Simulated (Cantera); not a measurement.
An isothermal, constant-pressure homogeneous reactor starts with N₂O : O₂ = 1 : 0.43 (molar parts), at 1425 K and 405 Torr.

Model: GRI-Mech 3.0 (53 species, 325 reactions), integrated in Cantera. GRI-Mech 3.0 was tuned for natural gas; its chemistry of N2O as a main component is partial and can be far from experiment. The temperature is held fixed by assumption; the heat of reaction is taken as removed at once.

One state of this run: x N₂O = 0.360; x O₂ = 0.363; x NO = 0.0512; x N₂ = 0.226; x O = 2.92e-5. x: mole fraction; the columns are a selection and need not sum to one.

Task: Which value of t (s) does it belong to?
A. 0.00548
B. 0.000219
C. 0.0468
D. 8.77e-6

Result: C, 0.0468
